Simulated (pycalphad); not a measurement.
All values are pycalphad results on the COST 507 light-alloy database (1999) (1 atm), not direct measurements. These are 1990s assessments: newer ones move some temperatures and phases. Phase fractions are per mole of atoms.

Problem. Give the equilibrium state of Ti-0.1316B (wt.%) at 1002 °C.

Solution. bcc, fraction 0.991, with 0.03 B wt.%; BM, fraction 0.009, with 18.4 B wt.%.

Problem. Give the equilibrium state of Ti-0.1316B (wt.%) at 852 °C.

Solution. hcp, fraction 0.991, with 0.03 B wt.%; BM, fraction 0.009, with 18.4 B wt.%.

Database names, with the compositions (at.%) that they take in these runs: BM: Ti 50 B 50.
